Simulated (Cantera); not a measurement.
# SiCl4 + C3H8 + H2 (silicon carbide growth)

A closed system holds: 1 mol SiCl4, 0.081 mol C3H8, 18 mol H2, held at 1.33 mbar.

Method: chemical equilibrium by Gibbs-energy minimisation in Cantera with the NASA 1993 tables (ideal gas, pure condensed phases). Candidate condensed phases: C, C6H6, C7H8, C8H18, Si, SiC; 109 gas species. The tables' values for SiCl3, SiCl are old estimates; treat these amounts as uncertain. Gases not in the tables: Si2H6 and higher silanes. Kinetics and transport are ignored.

```csv
T (K),log p H2,log p H,log p HCl,log p SiCl2,log p Si,log p Cl,log p SiCl4,n SiC(s)
1073,-2.93,-9.32,-3.99,-4.87,-14.26,-10.43,-4.55,0.243
1173,-2.94,-8.40,-3.85,-4.46,-12.36,-9.37,-5.07,0.243
1273,-2.95,-7.62,-3.80,-4.35,-10.85,-8.55,-5.89,0.243
1373,-2.95,-6.95,-3.79,-4.32,-9.55,-7.88,-6.72,0.243
1473,-2.95,-6.37,-3.79,-4.31,-8.44,-7.30,-7.46,0.243
1573,-2.95,-5.87,-3.79,-4.31,-7.47,-6.80,-8.11,0.243
1673,-2.95,-5.42,-3.79,-4.31,-6.62,-6.36,-8.69,0.243
1773,-2.96,-5.02,-3.78,-4.33,-5.89,-5.97,-9.20,0.243
1873,-2.96,-4.67,-3.77,-4.38,-5.30,-5.60,-9.66,0.242
1973,-2.98,-4.36,-3.74,-4.49,-4.89,-5.25,-10.11,0.238
2073,-3.00,-4.08,-3.71,-4.71,-4.63,-4.92,-10.61,0.221
2173,-3.04,-3.83,-3.71,-5.01,-4.46,-4.65,-11.21,0.101
2273,-3.09,-3.62,-3.75,-5.39,-4.37,-4.43,-11.92,0
```
log p: log10 of the partial pressure in bar; n: condensed amount in mol.

From 1073 K to 2173 K the condensed part is SiC(s). At 2273 K nothing is condensed. The main Si-bearing gas is SiCl4 at 1073 K and Si at 2273 K.
